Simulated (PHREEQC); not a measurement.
Make-up at 49 °C: 0.13 mol MnSO4, 0.021 mol H3AsO4, 0.0022 mol H2SO4 and 0.14 mol NaCl per kg of water. Closed to the air; pH follows from the charge balance.

Equilibrium calculation in PHREEQC: ion-association model, wateq4f.dat.

Task: The ionic strength comes out as 0.409 mol/kgw. What activity coefficients do Mn+2, Cl-, HSO4-, SO4-2, H2AsO4- get?

Result: Mn+2 0.25, Cl- 0.65, HSO4- 0.67, SO4-2 0.21, H2AsO4- 0.72.

No solid was allowed to form. Away from 25 °C the constants follow the database's enthalpies or fits; those with neither stay at their 25 °C values. The database has no arsenate complexes of Mn.
